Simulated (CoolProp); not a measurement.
Isohexane at several states: Z from the reference equation and from simpler models built on Tc = 224.6 °C, pc = 3.043 MPa, ω = 0.280; each cubic takes its own stable root.

Computed with CoolProp (reference Helmholtz-energy equation of state, Lemmon 2006). It is a short technical equation, of lower accuracy than the large ones.

| T (°C) | p (MPa) | phase | reference |
|---|---|---|---|
| 50.35 | 12.4 | liquid | 0.6200 |
| -12.85 | 0.0844 | liquid | 0.004924 |
| 8.95 | 12.1 | liquid | 0.6590 |
| 29.05 | 0.0302 | gas | 0.9799 |
| 140.45 | 0.843 | liquid | 0.04030 |
| -42.35 | 0.0328 | liquid | 0.002080 |

**Question.** How far does each simpler model (Redlich-Kwong, Peng-Robinson) lie from the reference over these 6 states: mean and median of the absolute difference, and the worst?

**Answer.** 
- Redlich-Kwong: mean 327.5 %, median 11.5 %, worst +1918.6 % at 140.45 °C and 0.843 MPa
- Peng-Robinson: mean 2.2 %, median 2.4 %, worst -4.2 % at 50.35 °C and 12.4 MPa

At some of these states Redlich-Kwong gives the other phase, because its saturation line lies elsewhere.
